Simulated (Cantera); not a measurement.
An isothermal, constant-pressure homogeneous reactor starts with CH₄ : CO₂ : H₂ = 1 : 0.75 : 0.073 (molar parts), at 2198 K and 100000 Pa. Integrator tolerance rtol = 1e-08.

Model: GRI-Mech 3.0 (53 species, 325 reactions), integrated in Cantera.

**Question.** What does this change do: temperature 2198 to 1250 K?

**Answer.** 
| quantity | before | after |
|---|---|---|
| x(CH₄) at 5.00 s | 0.000387 (gas-phase equilibrium 0.000388) | 0.540 (gas-phase equilibrium 0.0745) |
| x(CO₂) at 5.00 s | 3.75e-7 (gas-phase equilibrium 3.76e-7) | 0.408 (gas-phase equilibrium 6.32e-5) |
| x(H₂) at 5.00 s | 0.542 (gas-phase equilibrium 0.542) | 0.0447 (gas-phase equilibrium 0.474) |
| x(CO) at 5.00 s | 0.419 (gas-phase equilibrium 0.419) | 0.00213 (gas-phase equilibrium 0.451) |
| x(CH₂CO) at 5.00 s | 2.55e-7 (gas-phase equilibrium 2.55e-7) | 1.72e-8 (gas-phase equilibrium 1.21e-7) |
| x(CH₂O) at 5.00 s | 9.13e-8 (gas-phase equilibrium 9.13e-8) | 7.75e-8 (gas-phase equilibrium 1.02e-7) |
